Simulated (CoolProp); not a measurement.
Tetrahydrofuran at 350.39 K and 0.0438 MPa is throttled through a valve to 0.0169 MPa with no heat exchange. Each further row changes one setting.

Model: reference Helmholtz-energy equation of state, Fiedler 2023, in CoolProp.

```csv
case,temperature change (K),final density (kg/m³)
as stated,-0.6,0.421
outlet pressure 0.00507 MPa,-0.9,0.126
outlet pressure 0.022 MPa,-0.5,0.548
```
